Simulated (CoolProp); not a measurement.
c-C4F8 (RC318) at 298.15 K and 7.64 MPa is throttled through a valve to 3.22 MPa with no heat exchange. Each further row changes one setting.

Values from CoolProp's reference Helmholtz-energy equation of state, Platzer 1990. This equation is an older, rougher fit; its heat capacities, sound speeds and derivatives of the liquid may be far off and weren't checked against measurements.

```json
[
 {"case": "as stated", "temperature change (K)": "+0.8", "final density (kg/m³)": "1510"},
 {"case": "outlet pressure 0.966 MPa", "temperature change (K)": "+1.1", "final density (kg/m³)": "1500"},
 {"case": "outlet pressure 4.19 MPa", "temperature change (K)": "+0.6", "final density (kg/m³)": "1520"}
]
```
